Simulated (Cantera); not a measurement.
Charge: 1 mol SiH2Cl2, 0.068 mol O2, 170 mol N2, at 748.15 K and 620 Pa.

Method: chemical equilibrium by Gibbs-energy minimisation in Cantera with the NASA 1993 tables (ideal gas, pure condensed phases). Candidate condensed phases: H2O, NH4Cl, Si, SiO2, Si2N2O, Si3N4; 47 gas species. N2 is the only nitrogen source here; it is nearly inert below about 1500 K, so the nitride shown seldom forms there in practice. Equilibrium is a limit: real reactors are often held back by kinetics, nucleation or transport.

Problem. What is the equilibrium state?

Solution. 
```json
{
  "x(N2)": "0.989",
  "x(HCl)": "0.00885",
  "x(H2)": "0.00141",
  "x(SiCl4)": "0.000705",
  "n(Si2N2O(s))": "0.136 mol",
  "n(Si3N4(s))": "0.202 mol",
  "gas_amount": "171.3 mol",
  "log10 activity of Si(s) (absent)": "-10.10"
}
```
